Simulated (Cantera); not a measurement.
Input: 1 mol CH3F, 0.43 mol CH4, equilibrated at 10.0 Torr.

Equilibrium computed with Cantera from the NASA thermochemical tables; the gas is ideal and each condensed phase is pure. Candidate condensed phases: C, C6H6, C7H8, C8H18; 95 gas species. Kinetics and transport are ignored. All values below are at 1952 °C.

Base state: H2 0.612, HF 0.342, H 0.0439, C2H2 (acetylene) 0.00180, F 2.29e-5 (mole fractions); condensed: C(graphite).

Problem. What changes in the equilibrium state with this change: pressure from 10.0 Torr to 0.0713 Torr?

Solution. 
```
species            before    after
----------------  -------  -------
H                  0.0439    0.383
H2                  0.612    0.333
HF                  0.342    0.282
C3                2.99e-7  4.19e-5
C                 1.78e-7  2.50e-5
C(graphite), mol     1.42     1.42
```
